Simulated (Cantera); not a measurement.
A perfectly stirred reactor is fed with CH4 : N2 = 1 : 52 (molar parts), at 1.01 bar; it is held at 1725 K, and followed from long to short residence time.

Computed with Cantera and GRI-Mech 3.0 (53 species, 325 reactions). GRI-Mech 3.0 stops at C3 and has no aromatics, soot or wall deposition, so with more carbon than oxygen in the feed, carbon stays in small species such as C2H2 where larger ones or solid carbon would form.

```tsv
quantity	before	after
x(CH4) at τ = 2.30 s	0.00110	0.000453
x(HCN) at τ = 2.30 s	1.95e-5	0.000174
x(C2H) at τ = 2.30 s	6.05e-8	2.27e-7
x(CH3) at τ = 2.30 s	2.45e-5	2.38e-5
x(CH2) at τ = 2.30 s	2.81e-8	7.03e-8
x(CH4) at τ = 54.0 ms	0.00627	0.00296
x(HCN) at τ = 54.0 ms	1.89e-6	1.82e-5
x(C2H) at τ = 54.0 ms	4.26e-8	1.90e-7
x(CH3) at τ = 54.0 ms	0.000137	0.000146
x(CH2) at τ = 54.0 ms	1.43e-7	3.83e-7
```

Question: Name the change that produced these shifts.
A. pressure from 1.01 bar to 0.0180 bar
B. temperature 1725 to 1400 K
C. CH4 1 to 0.17 parts
D. temperature 1725 to 1825 K

Answer: D, temperature 1725 to 1825 K
